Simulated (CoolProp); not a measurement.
A simple Rankine cycle with cyclopentane: condensing at 309.15 K, boiler at 2.55 MPa, turbine inlet 549 K, turbine efficiency 0.65, pump efficiency 0.7, no recuperator. Each further row changes one setting.

Model: reference Helmholtz-energy equation of state, Gedanitz 2015, in CoolProp.

| case | thermal efficiency (%) | net work (kJ/kg) | heat in (kJ/kg) | turbine exit temperature (K) | volume ratio over the turbine |
|---|---|---|---|---|---|
| as stated | 15.9 | ? | 795 | ? | ? |
| condensing temperature 301.15 K | 16.8 | 136 | 809 | 467.0 | 54.7 |
| boiler pressure 1.78 MPa | 14.7 | 119 | 809 | ? | ? |
| turbine efficiency 0.55 | 13.4 | ? | 795 | ? | 41.8 |

Task: What belongs in the gaps?

Result: 
- as stated, net work (kJ/kg): 126
- as stated, turbine exit temperature (K): 472.0
- as stated, volume ratio over the turbine: 41.0
- boiler pressure 1.78 MPa, turbine exit temperature (K): 482.7
- boiler pressure 1.78 MPa, volume ratio over the turbine: 27.4
- turbine efficiency 0.55, net work (kJ/kg): 106
- turbine efficiency 0.55, turbine exit temperature (K): 481.9
